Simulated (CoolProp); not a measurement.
C3F8 (R218) along the isobar 2.26 MPa: density (kg/m³) from the reference equation and from simpler models built on Tc = 345.0 K, pc = 2.640 MPa, ω = 0.317; each cubic takes its own stable root.

Values from CoolProp's reference Helmholtz-energy equation of state, Lemmon 2006. It is a short technical equation, of lower accuracy than the large ones.

| T (K) | phase | reference |
|---|---|---|
| 245.8 | liquid | 1585 |
| 269.8 | liquid | 1486 |
| 293.9 | liquid | 1369 |
| 318 | liquid | 1216 |
| 342 | gas | 275.1 |
| 366.1 | gas | 196.1 |
| 390.2 | gas | 165.5 |
| 414.2 | gas | 146.5 |
| 438.3 | gas | 132.7 |

### Question
How far does each simpler model (van der Waals, Redlich-Kwong, Soave-Redlich-Kwong, Peng-Robinson) lie from the reference over these 9 states: mean and median of the absolute difference, and the worst?

### Answer
- van der Waals: mean 18.7 %, median 11.8 %, worst -37.2 % at 318 K and 2.26 MPa
- Redlich-Kwong: mean 7.0 %, median 5.1 %, worst -16.2 % at 318 K and 2.26 MPa
- Soave-Redlich-Kwong: mean 4.1 %, median 4.1 %, worst -11.3 % at 318 K and 2.26 MPa
- Peng-Robinson: mean 3.2 %, median 2.4 %, worst +7.5 % at 245.8 K and 2.26 MPa
